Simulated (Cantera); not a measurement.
Source: NASA polynomial tables (part measured, part estimated), evaluated in Cantera. Values are per mole of reaction as written; species without (g) are pure solids or liquids, kept so even where they would boil at 1 bar. The tables' values for SiF2 are old estimates.

Problem. Between 1573 and 2573 K, where is each reaction favourable under standard conditions?
- SiCl2(g) ⇌ Cl2(g) + Si(g)
- SiF4(g) + 4 Cl(g) ⇌ 4 F(g) + SiCl4(g)
- 2 SiF2(g) + 2 Cl2(g) ⇌ SiF4(g) + SiCl4(g)

Solution. 
- SiCl2(g) ⇌ Cl2(g) + Si(g): ΔG° is 443 kJ at 1573 K and 330 kJ at 2573 K; it stays positive (K < 1). ΔH° is 623 kJ and ΔS° 114 J/K at 2573 K.
- SiF4(g) + 4 Cl(g) ⇌ 4 F(g) + SiCl4(g): ΔG° is 738 kJ at 1573 K and 707 kJ at 2573 K; it stays positive (K < 1). ΔH° is 787 kJ and ΔS° 31 J/K at 2573 K.
- 2 SiF2(g) + 2 Cl2(g) ⇌ SiF4(g) + SiCl4(g): ΔG° is -580 kJ at 1573 K and -269 kJ at 2573 K; it stays negative (K > 1). ΔH° is -1056 kJ and ΔS° -306 J/K at 2573 K.
